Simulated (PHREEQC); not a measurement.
Synthetic water in mg/L, 5 °C, pH 8.66, pe 11.1:

| constituent | mg/L |
|---|---|
| Na | 5030 |
| K | 577 |
| Ca | 104 |
| Mg | 245 |
| Cl | 4390 |
| S(6) as SO4 | 6970 |
| Alkalinity as HCO3 | 6.84 |
| F | 5.7 |

Valence states are taken as typed.

Computed with PHREEQC (ion-association model, phreeqc.dat).

Each row changes one thing in this solution. No solid was allowed to form.

| case | ionic strength (mol/kgw) | Na+ (mol/kgw) | NaSO4- (mol/kgw) | Ca+2 (mol/kgw) | CaSO4 (mol/kgw) | KSO4- (mol/kgw) | SI of Fluorite (CaF2) | SI of Gypsum (CaSO4:2H2O) |
|---|---|---|---|---|---|---|---|---|
| as made | 0.308 | 0.209 | 0.0132 | 0.00165 | 0.000985 | 0.000913 | +0.08 | -0.56 |
| Na from 5030 to 2520 mg/L | 0.261 | 0.104 | 0.00751 | 0.00153 | [?] | 0.00105 | +0.10 | -0.51 |
| pH from 8.66 to 8.16 at the same alkalinity | 0.308 | 0.209 | 0.0132 | 0.00166 | 0.000985 | 0.000913 | +0.08 | -0.56 |
| Ca from 104 to 208 mg/L | 0.310 | 0.210 | [?] | 0.00333 | [?] | 0.000900 | +0.38 | -0.26 |

Task: What belongs in the gaps?

Result: 
- Na from 5030 to 2520 mg/L, CaSO4 (mol/kgw): 0.00111
- Ca from 104 to 208 mg/L, NaSO4- (mol/kgw): 0.0130
- Ca from 104 to 208 mg/L, CaSO4 (mol/kgw): 0.00195

Some of these states are supersaturated (in Fluorite, for instance). Away from 25 °C the constants follow the database's enthalpies or fits; those with neither stay at their 25 °C values.
